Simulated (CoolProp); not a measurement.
Vapour-liquid equilibrium of sulfur dioxide (1) + toluene (2) at 653 kPa; x and y are mole fractions of (1).

The numbers come from the multi-fluid Helmholtz-energy mixture model, Gao 2016 and Lemmon 2006; pair parameters Bell 2016 in CoolProp.

```tsv
x	bubble temperature (°C)	y at the bubble point	dew temperature at overall composition x (°C)	liquid density (mol/L)
0.05	169.0	0.361	189.4	7.980
0.2	115.4	0.839	180.1	9.501
0.35	85.5	0.946	169.8	10.97
0.5	68.1	0.977	157.8	12.55
0.65	57.1	0.989	142.9	14.38
0.8	49.3	0.995	122.5	16.61
0.95	43.1	0.999	83.5	19.46
```

No azeotrope shows between x = 0.05 and 0.95.

Pair parameters are fitted to limited data, so mixtures are less certain than the pure fluids.
